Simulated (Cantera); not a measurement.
Feed: 1 mol AlCl3, a varied amount of NH3, 4 mol N2, held at 1002 °C and 10.0 mbar.

Equilibrium computed with Cantera from the NASA thermochemical tables; the gas is ideal and each condensed phase is pure. Candidate condensed phases: Al, AlCl3, AlN, NH4Cl; 20 gas species. The numbers say what is thermodynamically allowed, not how fast it happens.

Q: At 160 mol NH3, list the 4 most abundant gas species with their mole fractions, and the condensed phases.

A: H2 0.734, N2 0.257, HCl 0.00910, AlCl3 3.61e-5. Condensed: AlN(s).
